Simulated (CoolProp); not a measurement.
Vapour-liquid equilibrium of 1-butene (1) + acetone (2) at 310.9 K; x and y are mole fractions of (1).

Values from CoolProp's multi-fluid Helmholtz-energy mixture model, Lemmon 2005 and Lemmon 2006; pair parameters Bell 2016.

```json
[
 {"x": "0.05", "bubble pressure, mixture model (MPa)": "0.1012", "bubble pressure, Raoult's law (MPa)": "0.07077", "y, mixture model": "0.501", "y, Raoult's law": "0.304"},
 {"x": "0.2", "bubble pressure, mixture model (MPa)": "[?]", "bubble pressure, Raoult's law (MPa)": "0.1275", "y, mixture model": "[?]", "y, Raoult's law": "0.675"},
 {"x": "0.35", "bubble pressure, mixture model (MPa)": "0.2842", "bubble pressure, Raoult's law (MPa)": "0.1842", "y, mixture model": "[?]", "y, Raoult's law": "0.817"},
 {"x": "0.5", "bubble pressure, mixture model (MPa)": "0.3258", "bubble pressure, Raoult's law (MPa)": "0.2409", "y, mixture model": "0.884", "y, Raoult's law": "0.892"},
 {"x": "0.65", "bubble pressure, mixture model (MPa)": "0.3555", "bubble pressure, Raoult's law (MPa)": "0.2977", "y, mixture model": "0.906", "y, Raoult's law": "0.939"},
 {"x": "0.8", "bubble pressure, mixture model (MPa)": "0.3843", "bubble pressure, Raoult's law (MPa)": "0.3544", "y, mixture model": "0.933", "y, Raoult's law": "0.971"},
 {"x": "0.95", "bubble pressure, mixture model (MPa)": "[?]", "bubble pressure, Raoult's law (MPa)": "0.4111", "y, mixture model": "0.978", "y, Raoult's law": "0.994"}
]
```

Problem. Complete the blanks.

Solution. 
- 0.2, bubble pressure, mixture model (MPa): 0.2149
- 0.2, y, mixture model: 0.786
- 0.35, y, mixture model: 0.853
- 0.95, bubble pressure, mixture model (MPa): 0.4178

The largest gap from Raoult's law is +68.5 % in bubble pressure, at x = 0.2. No azeotrope shows between x = 0.05 and 0.95.

Pair parameters are fitted to limited data, so mixtures are less certain than the pure fluids. With so large a gap from Raoult's law the liquid may split in two, which this calculation doesn't test in full.
